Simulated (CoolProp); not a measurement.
Saturation properties of dimethyl carbonate (Tc = 283.9 °C, pc = 4.909 MPa, ω = 0.346).

Model: reference Helmholtz-energy equation of state, Zhou 2011, in CoolProp.

| T (°C) | p (MPa) | vapour Z | surface tension (mN/m) |
|---|---|---|---|
| 58.65 | 0.03314 | 0.9874 | 23.4 |
| 63.75 | 0.04041 | 0.9854 | 22.7 |
| 68.95 | 0.04910 | 0.9830 | 22.0 |
| 74.05 | 0.05904 | 0.9805 | 21.2 |
| 79.25 | 0.07078 | 0.9777 | ? |
| 84.35 | 0.08405 | 0.9747 | 19.8 |
| 89.55 | 0.09954 | 0.9714 | ? |
| 94.65 | 0.1169 | 0.9678 | 18.4 |
| 99.85 | 0.1369 | 0.9638 | ? |
| 104.95 | 0.1591 | 0.9596 | 17.0 |

What belongs in the gaps?


- 79.25, surface tension (mN/m): 20.5
- 89.55, surface tension (mN/m): 19.1
- 99.85, surface tension (mN/m): 17.7

It boils at 90.1 °C under 1 atm.

Surface tension comes from a separate correlation (Mulero 2014).
